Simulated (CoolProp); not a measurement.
Model: reference Helmholtz-energy equation of state, Zhou 2011, in CoolProp.

Question: For dimethyl carbonate, give the phase and the Joule-Thomson coefficient (K/MPa), expansivity (1/kK), fugacity coefficient at 304.95 °C and 25.2 MPa.

Answer: 
- 304.95 °C and 25.2 MPa: supercritical; Joule-Thomson coefficient 0.180, expansivity 2.27, fugacity coefficient 0.276
